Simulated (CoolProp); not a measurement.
Isobutane along the isotherm 183.45 °C: Z from the reference equation and from simpler models built on Tc = 134.7 °C, pc = 3.629 MPa, ω = 0.184; each cubic takes its own stable root.

Model: reference Helmholtz-energy equation of state, Bücker 2006, in CoolProp.

```tsv
p (MPa)	phase	reference
0.68	gas	0.9552
1.36	gas	0.9079
2.04	gas	0.8578
2.72	gas	0.8044
3.4	gas	0.7472
4.08	supercritical	0.6855
4.76	supercritical	0.6196
5.44	supercritical	0.5521
```

Task: How far does each simpler model (Redlich-Kwong, Soave-Redlich-Kwong) lie from the reference over these 8 states: mean and median of the absolute difference, and the worst?

Result: 
- Redlich-Kwong: mean 1.5 %, median 1.3 %, worst -3.2 % at 183.45 °C and 5.44 MPa
- Soave-Redlich-Kwong: mean 1.3 %, median 0.6 %, worst +4.8 % at 183.45 °C and 5.44 MPa
